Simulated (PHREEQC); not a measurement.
# Acid rinse or clean

A solution holds 1.9 mmol/kgw HNO3, 0.06 mmol/kgw ZnSO4 and 0.066 mmol/kgw MnSO4, at 20 °C. Closed to the air; pH follows from the charge balance.

The numbers come from PHREEQC with the ion-association model, wateq4f.dat.

This is a speciation only: nothing precipitates in the calculation.

Predict the pH.

pH 2.75.

In which forms is Mn present?

Mn+2 99 %, MnSO4 1.2 % of the Mn.

Species that the database lacks are ignored.
